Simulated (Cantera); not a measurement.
Charge: 1 mol CH3Cl, 0.088 mol F2, 0.082 mol CH4, equilibrated at 727 °C and 63.0 mbar.

These are equilibrium values from Cantera (NASA tables, ideal gas, pure condensed phases), not measurements of a reactor. Candidate condensed phases: C, C6H6, C7H8, C8H18; 118 gas species. Kinetics and transport are ignored.

Base state: H2 0.476, HCl 0.445, HF 0.0783, CH4 0.00136 (mole fractions); condensed: C(graphite).

Problem. What changes in the equilibrium state with this change: temperature from 727 °C to 2650 °C?

Solution. 
| species | before | after |
|---|---|---|
| H2 | 0.476 | 0.297 |
| H | 6.24e-9 | 0.269 |
| HCl | 0.445 | 0.217 |
| Cl | 5.43e-9 | 0.135 |
| C2H2 (acetylene) | <1e-9 | 0.0147 |
| HF | 0.0783 | 0.0617 |
| C3 | <1e-9 | 0.00213 |
| C2H | <1e-9 | 0.00204 |
| C | <1e-9 | 0.000379 |
| C(graphite), mol | 1.08 | 0.961 |
